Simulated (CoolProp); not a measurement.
A simple Rankine cycle with water: condensing at 303.15 K, boiler at 10.1 MPa, turbine inlet 590 K, turbine efficiency 0.9, pump efficiency 0.6, no recuperator. Each further row changes one setting.

Values from CoolProp's reference Helmholtz-energy equation of state, Wagner 2002.

| case | thermal efficiency (%) | net work (kJ/kg) | heat in (kJ/kg) | turbine exit temperature (K) | volume ratio over the turbine |
|---|---|---|---|---|---|
| as stated | 35.4 | 925 | 2620 | 303.1 | 1230 |
| turbine inlet 610 K | 35.7 | 972 | 2720 | 303.1 | 1130 |
| condensing temperature 295.15 K | 36.4 | 963 | 2650 | 295.1 | 1910 |
| boiler pressure 7.07 MPa | 34.7 | 960 | 2770 | 303.1 | 783 |
| turbine efficiency 0.8 | 31.4 | 820 | 2620 | 303.1 | 1310 |

The expansion ends wet for: as stated; turbine inlet 610 K; condensing temperature 295.15 K; boiler pressure 7.07 MPa; turbine efficiency 0.8.
